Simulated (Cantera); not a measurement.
A Cantera script and what it prints.

```python
import numpy as np
import cantera as ct

gas_names = """
    C3H8 C2H2,acetylene
""".split()
cond_names = """
    TaC(s) TaC(L) Ta(cr) Ta(L)
""".split()


# ... load() reads the species with a 1 bar reference pressure and builds the phases ...
species = {s.name: s for s in load("nasa_gas.yaml", gas_names) + load("nasa_condensed.yaml", cond_names)}
# Each term lists the table entries of one substance; the one whose range holds T is used.
reactions = {
    'C3H8(g) + 5 TaC = 4 C2H2(g) + 5 Ta':
        [(-1, ['C3H8']), (-5, ['TaC(s)', 'TaC(L)']), (4, ['C2H2,acetylene']), (5, ['Ta(cr)', 'Ta(L)'])],
}


def pick(names, T):
    return next(species[n] for n in names if species[n].thermo.min_temp <= T <= species[n].thermo.max_temp)


results = []
for label, terms in reactions.items():
    print(label)
    print("     T/K   dH/kJ  dS/(J/K)   dG/kJ   log10 K")
    for T in [475, 500, 525, 550, 575, 600, 625, 650, 675, 700]:
        used = [(nu, pick(names, T)) for nu, names in terms]
        dH = sum(nu * s.thermo.h(T) for nu, s in used) / 1e6
        dS = sum(nu * s.thermo.s(T) for nu, s in used) / 1e3
        dG = dH - T * dS / 1e3
        logK = -dG * 1e6 / (ct.gas_constant * T * np.log(10))
        results.append((label, T, dH, dS, dG, logK, [s.name for _, s in used]))
        print(f"{T:8g} {dH:8.1f} {dS:8.1f} {dG:8.1f} {logK:8.2f}")
```

Result:

```
C3H8(g) + 5 TaC = 4 C2H2(g) + 5 Ta
     T/K   dH/kJ  dS/(J/K)   dG/kJ   log10 K
     475   1743.6    544.1   1485.1  -163.31
     500   1744.0    545.0   1471.5  -153.73
     525   1744.4    545.7   1457.9  -145.05
     550   1744.7    546.2   1444.2  -137.16
     575   1744.9    546.6   1430.6  -129.96
     600   1745.0    546.8   1416.9  -123.35
     625   1745.1    546.9   1403.2  -117.27
     650   1745.1    547.0   1389.6  -111.67
     675   1745.1    546.9   1375.9  -106.47
     700   1745.0    546.8   1362.2  -101.65
```

Cantera with NASA thermochemical tables; ideal gases at 1 bar, condensed phases pure. TaC: taken at fixed stoichiometry. Condensed species are held in their standard states even where they would react or evaporate.
